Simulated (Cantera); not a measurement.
**Transport properties of process gases**

Gas mixture: N2O : H2O = 0.87 : 0.65 (molar parts), at 1600 Pa, frozen composition.

Cantera's kinetic-theory transport with the Lennard-Jones parameters of GRI-Mech 3.0, ideal gas; thermal conductivity in the multicomponent form. Polar gases are described roughly by these parameters. The composition is frozen, though it would react at the higher temperatures.

| T (K) | ρ (kg/m³) | cp (J/kg/K) | μ (µPa s) | λ (mW/m/K) | Pr | D (cm²/s) NH3 | D (cm²/s) H | D (cm²/s) H2O |
|---|---|---|---|---|---|---|---|---|
| 400 | 0.0158 | 1189 | 17.8 | 31.0 | 0.683 | 19.5 | 119 | 18.5 |
| 600 | 0.0106 | 1316 | 25.8 | 49.8 | 0.681 | 43.2 | 249 | 40.5 |
| 800 | 0.00791 | 1416 | 32.9 | 68.6 | 0.680 | 74.5 | 413 | 69.0 |
| 1000 | 0.00633 | 1498 | 39.5 | 87.1 | 0.679 | 112 | 607 | 103 |
| 1200 | 0.00528 | 1562 | 45.5 | 105 | 0.677 | 156 | 828 | 143 |
| 1400 | 0.00452 | 1617 | 51.1 | 123 | 0.675 | 205 | 1080 | 187 |
| 1600 | 0.00396 | 1664 | 56.5 | 140 | 0.673 | 260 | 1350 | 235 |
| 1800 | 0.00352 | 1705 | 61.5 | 156 | 0.672 | 319 | 1640 | 288 |
| 2000 | 0.00317 | 1738 | 66.4 | 172 | 0.670 | 382 | 1960 | 344 |
D: mixture-averaged diffusion coefficient of that species in the mixture.
